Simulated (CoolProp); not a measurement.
The fluid at 293.15 K and 1.83 MPa flows at 0.38 m/s in a round tube of 4.6 mm bore and 0.25 µm roughness, fully developed (64/Re and Nu = 3.66 if laminar; Colebrook and Gnielinski if turbulent). The same conditions are run with several fluids, on thermodynamics alone (safety and materials aside).

Computed with CoolProp (reference Helmholtz-energy equation of state of each fluid (R125: Lemmon 2005; R404A: Lemmon 2003; propylene: Lemmon 2013)). Blends and air are pseudo-pure fits.

```tsv
fluid	Reynolds number	Darcy friction factor	pressure drop (Pa/m)	heat-transfer coefficient (W/(m² K))	mass flow (kg/h)
R125	13800	0.0285	549	1070	27.9
R404A	13600	0.0286	482	___	24.4
propylene	8950	___	___	1130	11.8
```

Complete the blanks.


- R404A, heat-transfer coefficient (W/(m² K)): 1120
- propylene, Darcy friction factor: 0.0319
- propylene, pressure drop (Pa/m): 259

Transport values come from each fluid's own correlations; those of propylene are estimates that may be off by 10 % or more.
